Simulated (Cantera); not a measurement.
Cantera run:

```python
import numpy as np
import cantera as ct

gas_names = [...]  # 45 gases of nasa_gas.yaml made of Al, Cl, H, N, O
cond_names = """
    AL(cr) AL(L) ALCL3(s) ALCL3(L) ALN(s) AL2O3(a) AL2O3(L) H2O(s) H2O(L) NH4CL(a) NH4CL(b)
""".split()


# ... load() reads the species with a 1 bar reference pressure and builds the phases ...
atoms = {
    'AlCl3': {'AL': 1, 'CL': 3},
    'O2': {'O': 2},
    'H2': {'H': 2},
    'NH3': {'N': 1, 'H': 3},
}
top_T = {'ALN(s)': 2750}  # K; cautious upper limits of use, not melting points


# ... equilibrate(T, P, feed) seeds the gas with the atoms and calls Mixture.equilibrate('TP', solver="vcs", rtol=1e-11, max_steps=5000) ...
results = []
feed = {'AlCl3': 1, 'O2': 0.87, 'H2': 4, 'NH3': 190}  # mol
P = 14  # Pa
for T in [1075, 1150, 1225, 1300, 1375, 1450, 1525, 1600, 1675, 1750, 1825, 1900, 1975]:
    mix = equilibrate(T, P, feed)
    results.append((T, P, feed, dict(zip(mix.species_names, mix.species_moles))))

top = {s: max(r[3][s] / sum(r[3][g] for g in gas_names) for r in results) for s in gas_names}
cols = sorted((s for s in top if top[s] > 0.001), key=lambda s: -top[s])[:6]
seen = [c for c in cond_names if any(r[3].get(c, 0) > 1e-12 for r in results)]
print("log10 of partial pressures in bar; condensed amounts in mol")
print(f"{'T/K':>10s}" + "".join(f"{s[:9]:>10s}" for s in cols + seen))
for T, P, feed, n in results:
    ng = sum(n[g] for g in gas_names)
    print(f"{T:10.4g}" + "".join(f"{np.log10(max(n[s] / ng * P / 1e5, 1e-99)):10.3f}" for s in cols)
          + "".join(f"{n.get(c, 0):10.4g}" for c in seen))
```

Output:

```
log10 of partial pressures in bar; condensed amounts in mol
       T/K        H2        N2         H       HCL       H2O      ALCL  AL2O3(a)
      1075    -3.982    -4.462    -9.824    -5.963    -7.060   -16.240       0.5
      1150    -3.982    -4.462    -9.118    -5.963    -7.060   -14.664       0.5
      1225    -3.982    -4.462    -8.497    -5.963    -7.060   -13.286       0.5
      1300    -3.982    -4.462    -7.947    -5.963    -7.060   -12.072       0.5
      1375    -3.982    -4.462    -7.456    -5.963    -7.060   -10.994       0.5
      1450    -3.982    -4.462    -7.015    -5.963    -7.059   -10.033    0.4999
      1525    -3.983    -4.463    -6.617    -5.964    -7.055    -9.175    0.4991
      1600    -3.984    -4.463    -6.256    -5.967    -7.033    -8.430    0.4948
      1675    -3.986    -4.464    -5.928    -5.974    -6.963    -7.837    0.4795
      1750    -3.990    -4.466    -5.629    -5.990    -6.833    -7.407    0.4436
      1825    -3.998    -4.469    -5.355    -6.018    -6.671    -7.096    0.3791
      1900    -4.012    -4.475    -5.106    -6.061    -6.499    -6.868    0.2746
      1975    -4.034    -4.484    -4.881    -6.120    -6.327    -6.708    0.1071
```

Equilibrium computed with Cantera from the NASA thermochemical tables; the gas is ideal and each condensed phase is pure. The tables' values for AlOH are old estimates; treat these amounts as uncertain.
